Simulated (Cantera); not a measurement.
# Fe3O4 + CH4 + N2 (carbothermic reduction)

Charge: 1 mol Fe3O4, 1.5 mol CH4, 4.9 mol N2, held at 750 Torr.

Equilibrium computed with Cantera from the NASA thermochemical tables; the gas is ideal and each condensed phase is pure. Candidate condensed phases: C, C6H6, C7H8, C8H18, Fe, Fe(CO)5, FeO, Fe(OH)2, Fe(OH)3, Fe2O3, Fe3O4, H2O; 140 gas species. Each liquid is taken as pure. Mutual solubility and eutectic melting of coexisting phases are not modelled. The tables' stoichiometric FeO is somewhat more stable than real wüstite, so its field is too wide. FeO: taken at fixed stoichiometry. Equilibrium is a limit: real reactors are often held back by kinetics, nucleation or transport.

```tsv
T (K)	x N2	x H2	x CO	x H2O	x CO2	n Fe(γ)	n FeO(s)	n FeO(l)	n Fe(δ)	n Fe(l)
1600	0.521	0.219	0.138	0.100	0.0211	1.64	1.36	0	0	0
1650	0.521	0.216	0.139	0.103	0.0206	1.66	0	1.34	0	0
1700	0.521	0.217	0.140	0.102	0.0193	0	0	1.36	1.64	0
1750	0.521	0.218	0.141	0.101	0.0181	0	0	1.38	1.62	0
1800	0.521	0.219	0.143	0.0998	0.0170	0	0	1.40	1.60	0
1850	0.521	0.219	0.143	0.100	0.0163	0	0	1.40	0	1.59
1900	0.521	0.218	0.144	0.101	0.0158	0	0	1.40	0	1.60
1950	0.521	0.217	0.144	0.101	0.0153	0	0	1.40	0	1.59
2000	0.521	0.217	0.145	0.102	0.0148	0	0	1.40	0	1.59
```
x: gas mole fraction; n: condensed amount in mol.

At 1600 K the condensed part is Fe(γ) + FeO(s). At 1650 K the condensed part is Fe(γ) + FeO(l). From 1700 K to 1800 K the condensed part is Fe(δ) + FeO(l). From 1850 K to 2000 K the condensed part is Fe(l) + FeO(l). The main Fe-bearing gas is Fe(OH)2 at 1600 K and Fe at 2000 K.
